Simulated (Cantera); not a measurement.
A Cantera script and what it prints.

```python
import numpy as np
import cantera as ct

gas_names = """
    O2 Br2
""".split()
cond_names = """
    Mg(L) MgBr2(L) MgO(s)
""".split()


def load(file, names, dense=False):
    # The tables refer to 1 bar. Condensed volumes are neglected.
    table = {s.name: s for s in ct.Species.list_from_file(file)}
    out = []
    for n in names:
        d = dict(table[n].input_data)
        d["thermo"] = dict(d["thermo"], **{"reference-pressure": 1e5})
        if dense:
            d["equation-of-state"] = {"model": "constant-volume", "density": "1e6 g/cm^3"}
        out.append(ct.Species.from_dict(d))
    return out


species = {s.name: s for s in load("nasa_gas.yaml", gas_names) + load("nasa_condensed.yaml", cond_names)}
T = 1025
g = {n: (s.thermo.h(T) - T * s.thermo.s(T)) / (ct.gas_constant * T * np.log(10)) for n, s in species.items()}
valid = cond_names  # the entries whose range holds T


def stable(la, lb):
    # potentials (over RT ln 10) of the two non-metals from log10 p(O2) and log10 p(Br2) in bar
    mu = {}
    mu["O"] = (g["O2"] + la) / 2
    mu["Br"] = (g["Br2"] + lb) / 2
    cost = {}
    for n in valid:
        c = species[n].composition
        cost[n] = (g[n] - sum(c.get(e, 0) * m for e, m in mu.items())) / c["Mg"]
    return min(cost, key=cost.get)


results = []
for lb in [0, -1.3, -2.6, -3.9, -5.1, -6.4, -7.7, -9, -10.3, -11.6, -12.9, -14.1, -15.4, -16.7, -18]:
    row = [stable(la, lb) for la in [-29, -27.7, -26.5, -25.2, -24, -22.7, -21.4, -20.2, -18.9, -17.7, -16.4, -15.1, -13.9, -12.6, -11.3, -10.1, -8.8, -7.6, -6.3, -5, -3.8, -2.5, -1.3, 0]]
    results.append(row)
    print(f"{lb:6.1f}  " + " ".join(f"{valid.index(n):x}" for n in row))
print("key: " + ", ".join(f"{i:x} {n}" for i, n in enumerate(valid)))
```

Result:

```
   0.0  1 1 1 1 1 1 1 1 1 1 1 1 1 1 1 1 2 2 2 2 2 2 2 2
  -1.3  1 1 1 1 1 1 1 1 1 1 1 1 1 1 2 2 2 2 2 2 2 2 2 2
  -2.6  1 1 1 1 1 1 1 1 1 1 1 1 2 2 2 2 2 2 2 2 2 2 2 2
  -3.9  1 1 1 1 1 1 1 1 1 1 2 2 2 2 2 2 2 2 2 2 2 2 2 2
  -5.1  1 1 1 1 1 1 1 1 2 2 2 2 2 2 2 2 2 2 2 2 2 2 2 2
  -6.4  1 1 1 1 1 1 2 2 2 2 2 2 2 2 2 2 2 2 2 2 2 2 2 2
  -7.7  1 1 1 1 2 2 2 2 2 2 2 2 2 2 2 2 2 2 2 2 2 2 2 2
  -9.0  1 1 2 2 2 2 2 2 2 2 2 2 2 2 2 2 2 2 2 2 2 2 2 2
 -10.3  2 2 2 2 2 2 2 2 2 2 2 2 2 2 2 2 2 2 2 2 2 2 2 2
 -11.6  2 2 2 2 2 2 2 2 2 2 2 2 2 2 2 2 2 2 2 2 2 2 2 2
 -12.9  2 2 2 2 2 2 2 2 2 2 2 2 2 2 2 2 2 2 2 2 2 2 2 2
 -14.1  2 2 2 2 2 2 2 2 2 2 2 2 2 2 2 2 2 2 2 2 2 2 2 2
 -15.4  2 2 2 2 2 2 2 2 2 2 2 2 2 2 2 2 2 2 2 2 2 2 2 2
 -16.7  2 2 2 2 2 2 2 2 2 2 2 2 2 2 2 2 2 2 2 2 2 2 2 2
 -18.0  2 2 2 2 2 2 2 2 2 2 2 2 2 2 2 2 2 2 2 2 2 2 2 2
key: 0 Mg(L), 1 MgBr2(L), 2 MgO(s)
```

Standard-state values (1 bar) from the NASA 1993 polynomials, evaluated with Cantera. Not in the tables: oxide halides.
